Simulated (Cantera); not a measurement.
An isothermal, constant-pressure homogeneous reactor starts with 59.6 % CH4, 34.6 % CO2, 5.84 % H2, at 1350 K and 17000 Pa.

Detailed kinetics in Cantera: GRI-Mech 3.0 (53 species, 325 reactions). GRI-Mech 3.0 stops at C3 and has no aromatics, soot or wall deposition, so with more carbon than oxygen in the feed, carbon stays in small species such as C2H2 where larger ones or solid carbon would form.

One state of this run: x CH4 = 0.410; x CO2 = 0.247; x H2 = 0.167; x CH2 = 1.92e-10; x C2H = 1.91e-10; x CH2CO = 3.69e-6. x: mole fraction; the columns are a selection and need not sum to one.

Problem. Which value of t (s) does it belong to?
A. 0.924
B. 22.5
C. 0.0842
D. 0.187

Solution. B, 22.5
